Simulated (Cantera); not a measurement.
Standard-state values (1 bar) from the NASA 1993 polynomials, evaluated with Cantera. Values are per mole of reaction as written; species without (g) are pure solids or liquids, kept so even where they would boil at 1 bar.

0.5 Si + Br2(g) → 0.5 SiBr4(g)

```csv
T (K),ΔH° (kJ),ΔS° (J/K),ΔG° (kJ),log10 K
300,(withheld),(withheld),(withheld),(withheld)
375,-238.4,-64.6,-214.2,29.84
450,(withheld),(withheld),(withheld),(withheld)
525,-238.0,-63.7,-204.6,20.36
600,(withheld),(withheld),(withheld),(withheld)
675,(withheld),(withheld),(withheld),(withheld)
```

**Question.** What belongs in the gaps?

**Answer.** 
- 300, ΔH° (kJ): -238.6
- 300, ΔS° (J/K): -65.2
- 300, ΔG° (kJ): -219.1
- 300, log10 K: 38.15
- 450, ΔH° (kJ): -238.2
- 450, ΔS° (J/K): -64.1
- 450, ΔG° (kJ): -209.4
- 450, log10 K: 24.31
- 600, ΔH° (kJ): -237.8
- 600, ΔS° (J/K): -63.3
- 600, ΔG° (kJ): -199.9
- 600, log10 K: 17.40
- 675, ΔH° (kJ): -237.6
- 675, ΔS° (J/K): -62.9
- 675, ΔG° (kJ): -195.1
- 675, log10 K: 15.10
